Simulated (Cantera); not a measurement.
## Moist CO burnout

An isothermal, constant-pressure homogeneous reactor starts with CO : O2 : H2O : N2 = 0.0014 : 0.0047 : 0.003 : 1 (molar parts), equivalence ratio 0.15, at 1150 K and 0.340 bar.

Computed with Cantera and GRI-Mech 3.0 (53 species, 325 reactions).

| t (s) | x CO | x O2 | x H2O | x CO2 | x NO2 | x H2O2 | x N2O |
|---|---|---|---|---|---|---|---|
| 0.000900 | 0.00139 | 0.00466 | 0.00297 | 4.44e-11 | <1e-12 | <1e-12 | <1e-12 |
| 0.00194 | 0.00139 | 0.00466 | 0.00297 | 1.06e-10 | <1e-12 | <1e-12 | <1e-12 |
| 0.00420 | 0.00139 | 0.00466 | 0.00297 | 3.27e-10 | <1e-12 | <1e-12 | <1e-12 |
| 0.00906 | 0.00139 | 0.00466 | 0.00297 | 1.95e-9 | <1e-12 | <1e-12 | <1e-12 |
| 0.0196 | 0.00139 | 0.00466 | 0.00297 | 5.64e-8 | <1e-12 | <1e-12 | 4.08e-12 |
| 0.0423 | 0.00134 | 0.00462 | 0.00296 | 4.69e-5 | <1e-12 | 4.80e-9 | 3.44e-9 |
| 0.0913 | 0.000417 | 0.00416 | 0.00292 | 0.000971 | 1.11e-11 | 2.72e-8 | 8.69e-8 |
| 0.197 | 7.98e-5 | 0.00400 | 0.00296 | 0.00131 | 6.01e-11 | 1.02e-8 | 1.33e-7 |
| 0.426 | 1.62e-5 | 0.00397 | 0.00297 | 0.00137 | 1.76e-10 | 2.68e-9 | 1.55e-7 |
| 0.920 | 3.18e-6 | 0.00397 | 0.00297 | 0.00139 | 2.95e-10 | 6.63e-10 | 1.64e-7 |
| 1.99 | 5.79e-7 | 0.00397 | 0.00297 | 0.00139 | 2.99e-10 | 1.68e-10 | 1.64e-7 |
| 4.29 | 9.19e-8 | 0.00397 | 0.00297 | 0.00139 | 2.10e-10 | 4.65e-11 | 1.53e-7 |
| 9.26 | 1.16e-8 | 0.00397 | 0.00297 | 0.00139 | 1.26e-10 | 1.59e-11 | 1.28e-7 |
| 20.0 | 1.46e-9 | 0.00397 | 0.00297 | 0.00139 | 8.32e-11 | 7.53e-12 | 8.61e-8 |
x: mole fraction; the columns are a selection and need not sum to one.

Equilibrium at this temperature and pressure: CO 1.95e-10, O2 0.00396, H2O 0.00297, CO2 0.00139, NO2 3.52e-8, H2O2 1.64e-12, N2O 9.63e-10 (gas phase only).
